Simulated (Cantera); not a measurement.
A freely propagating, adiabatic, planar premixed flame of H₂ : O₂ : N₂ : H₂O = 1 : 0.238 : 0.976 : 0.059 (molar parts), equivalence ratio 2.1, unburnt at 675 K and 10.0 bar; mixture-averaged transport, grid criteria slope 0.08 and curve 0.16, no radiation.

Cantera simulation using the H2/O2 subset of GRI-Mech 3.0, which has no nitrogen chemistry; the numbers are that mechanism's predictions, not measurements. The hydrogen kinetics of GRI-Mech 3.0 are dated; newer H2 mechanisms differ, most at raised pressure. Burning velocities carry a grid error of a few per cent, more on coarse grids.

**Question.** Predict: laminar burning velocity; thermal thickness; peak x(OH); peak x(H₂O₂); peak x(H).

**Answer.** 
| Quantity | Value |
|---|---|
| laminar burning velocity | 878 cm/s |
| thermal thickness | 0.0256 mm |
| peak x(OH) | 0.00355 |
| peak x(H₂O₂) | 8.65e-5 |
| peak x(H) | 0.0362 |
